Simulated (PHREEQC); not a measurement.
A solution holds 0.001 mol/kgw Al2(SO4)3, 0.0012 mol/kgw NiCl2, 0.073 mol/kgw HCl and 0.00028 mol/kgw Na2SO4, at 15 °C. Closed to the air; pH follows from the charge balance.

Model: ion-association model, wateq4f.dat, run in PHREEQC.

Question: The ionic strength comes out as 0.0858 mol/kgw. What activity coefficients do H+, AlSO4+, Ni+2, NiCl+, AlHSO4+2 get?

Answer: H+ 0.83, AlSO4+ 0.79, Ni+2 0.40, NiCl+ 0.79, AlHSO4+2 0.40.

This is a speciation only: nothing precipitates in the calculation.
